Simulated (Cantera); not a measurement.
Mixture: CH4 : H2 : O2 : N2 : H2O = 1 : 0.099 : 1.71 : 6.42 : 2.1 (molar parts), equivalence ratio 1.2, at 7500 Torr, adiabatic and at constant volume. Ignition delay is the time to a rise of 400 K.

Computed with Cantera and GRI-Mech 3.0 (53 species, 325 reactions).

Task: What does this change do: H2 0.099 to 0.048 parts?

Result: 
| quantity | before | after |
|---|---|---|
| delay at 1200 K | 1.59 ms | 2.51 ms |
| delay at 1400 K | 0.332 ms | 0.462 ms |
| delay at 1600 K | 69.8 µs | 84.4 µs |
| delay at 1800 K | 15.3 µs | 16.9 µs |
| apparent activation energy between 1700 and 1900 K | 190 kJ/mol | 200 kJ/mol |

Task: What does this change do: pressure from 7500 Torr to 760 Torr?

Result: 
| quantity | before | after |
|---|---|---|
| delay at 1200 K | 1.59 ms | 23.9 ms |
| delay at 1400 K | 0.332 ms | 3.03 ms |
| delay at 1600 K | 69.8 µs | 0.442 ms |
| delay at 1800 K | 15.3 µs | 98.5 µs |
| apparent activation energy between 1700 and 1900 K | 190 kJ/mol | 170 kJ/mol |
